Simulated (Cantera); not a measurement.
**Thermodynamics of abatement and gas-phase synthesis, feed NH3 + H2 + O2**

A closed system holds: 1 mol NH3, 0.43 mol H2, 1 mol O2, held at 2.30 bar.

These are equilibrium values from Cantera (NASA tables, ideal gas, pure condensed phases), not measurements of a reactor. Candidate condensed phases: H2O; 24 gas species. Kinetics and transport are ignored.

From 1127 °C to 1952 °C nothing is condensed.

| T (°C) | x H2O | x N2 | x O2 | x OH | x H2 | x NO | x H |
|---|---|---|---|---|---|---|---|
| 1127 | 0.783 | 0.203 | 0.0141 | 3.56e-5 | 1.96e-6 | 9.54e-5 | 4.49e-9 |
| 1202 | 0.783 | 0.203 | 0.0141 | 7.25e-5 | 5.85e-6 | 0.000142 | 2.07e-8 |
| 1277 | 0.783 | 0.203 | 0.0141 | 0.000138 | 1.57e-5 | 0.000204 | 8.24e-8 |
| 1352 | 0.783 | 0.203 | 0.0140 | 0.000247 | 3.86e-5 | 0.000282 | 2.89e-7 |
| 1427 | 0.783 | 0.203 | 0.0139 | 0.000419 | 8.78e-5 | 0.000379 | 9.10e-7 |
| 1502 | 0.782 | 0.203 | 0.0139 | 0.000681 | 0.000186 | 0.000497 | 2.60e-6 |
| 1577 | 0.782 | 0.202 | 0.0138 | 0.00106 | 0.000372 | 0.000637 | 6.85e-6 |
| 1652 | 0.781 | 0.202 | 0.0137 | 0.00160 | 0.000704 | 0.000801 | 1.67e-5 |
| 1727 | 0.780 | 0.202 | 0.0137 | 0.00235 | 0.00127 | 0.000991 | 3.82e-5 |
| 1802 | 0.777 | 0.202 | 0.0138 | 0.00334 | 0.00218 | 0.00121 | 8.19e-5 |
| 1877 | 0.775 | 0.201 | 0.0140 | 0.00465 | 0.00358 | 0.00147 | 0.000166 |
| 1952 | 0.770 | 0.201 | 0.0144 | 0.00635 | 0.00563 | 0.00177 | 0.000320 |
x: gas mole fraction; nothing condenses.
